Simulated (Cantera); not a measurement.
A closed system holds: 1 mol PbS, 43 mol H2, equilibrated at 87.0 Pa.

Method: chemical equilibrium by Gibbs-energy minimisation in Cantera with the NASA 1993 tables (ideal gas, pure condensed phases). Candidate condensed phases: Pb, PbS, S; 10 gas species. Gases not in the tables: S3 to S7. Equilibrium is a limit: real reactors are often held back by kinetics, nucleation or transport.

x: gas mole fraction; n: condensed amount in mol.

```csv
T (°C),x H2,x H,x Pb,x PbS,x H2S,x S2,n Pb(s),n PbS(s),n Pb(l)
327,1.000,<1e-12,5.93e-9,1.74e-9,3.91e-5,<1e-12,0.00168,0.998,0
427,1.000,<1e-12,1.28e-6,1.09e-6,0.000358,<1e-12,0,0.985,0.0153
527,0.998,9.81e-11,7.06e-5,0.000132,0.00184,…,0,0.915,0.0760
627,0.987,3.94e-9,0.00157,0.00534,0.00637,…,0,0.493,0.208
727,0.970,7.58e-8,0.00699,0.0157,0.00699,…,0,0,0
827,0.969,8.63e-7,0.00831,0.0144,0.00823,…,0,0,0
927,0.968,6.58e-6,0.00964,0.0131,0.00917,…,0,0,0
1027,0.967,3.69e-5,0.0112,0.0115,0.00931,…,0,0,0
1127,0.966,0.000162,0.0133,0.00935,0.00828,…,0,0,0
1227,0.965,0.000586,0.0157,0.00696,0.00655,…,0,0,0
1327,0.963,0.00181,0.0178,0.00480,0.00484,…,0,0,0
1427,0.960,0.00489,0.0193,0.00314,0.00346,0.00626,0,0,0
1527,0.952,0.0118,0.0204,0.00198,0.00241,0.00630,0,0,0
1627,0.936,0.0260,0.0210,0.00121,0.00162,…,0,0,0
```

Task: Some entries are withheld; supply them.

Result: 
- 527, x S2: 9.73e-10
- 627, x S2: 2.36e-7
- 727, x S2: 3.23e-6
- 827, x S2: 3.22e-5
- 927, x S2: 0.000207
- 1027, x S2: 0.000864
- 1127, x S2: 0.00226
- 1227, x S2: 0.00401
- 1327, x S2: 0.00546
- 1627, x S2: 0.00559
